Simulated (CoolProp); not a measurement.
A single-stage vapour-compression cycle with trans-2-butene: evaporating at 291.15 K (dew point), condensing at 354.15 K (bubble point), superheat 5 K, subcooling 8 K, compressor efficiency 0.9, no pressure losses. Each further row changes one setting.

Model: reference Helmholtz-energy equation of state, Lemmon 2005, in CoolProp. It is a short technical equation, of lower accuracy than the large ones.

```csv
case,cooling COP,pressure ratio,discharge temperature (K),refrigerating effect (kJ/kg),volumetric capacity (kJ/m³)
as stated,3.27,5.45,359.0,262,1180
evaporating temperature 296.15 K,3.71,4.62,358.6,269,1420
condensing temperature 349.15 K,3.68,4.87,354.4,275,1240
subcooling 13 K,3.44,5.45,359.0,275,1240
superheat 15 K,3.33,5.45,368.6,279,1210
compressor efficiency 0.8,2.91,5.45,363.7,262,1180
```
